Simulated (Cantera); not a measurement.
Feed: 1 mol Ti(NMe2)4, 0.12 mol NH3, 12 mol N2, held at 2050 K and 0.0200 bar.

Method: chemical equilibrium by Gibbs-energy minimisation in Cantera with the NASA 1993 tables (ideal gas, pure condensed phases). Candidate condensed phases: C, C6H6, C7H8, C8H18, Ti, TiC, TiN; 93 gas species. The feed counts by its element totals alone. TiC: taken at fixed stoichiometry. Equilibrium is a limit: real reactors are often held back by kinetics, nucleation or transport.

Base state: N2 0.528, H2 0.451, H 0.0108, HCN 0.00872, HNC 0.000542, C2H2 (acetylene) 0.000479 (mole fractions); condensed: C(graphite) + TiC(s).

### Question
What changes in the equilibrium state with this change: pressure from 0.0200 bar to 0.560 bar?

### Answer
```tsv
species	before	after
N2	0.528	0.531
H2	0.451	0.457
HCN	0.00872	0.00880
H	0.0108	0.00205
CH4	1.52e-6	4.37e-5
C2H2 (acetylene)	0.000479	0.000486
HNC	0.000542	0.000546
C(graphite), mol	6.73	6.73
TiC(s), mol	1.000	1.00
```
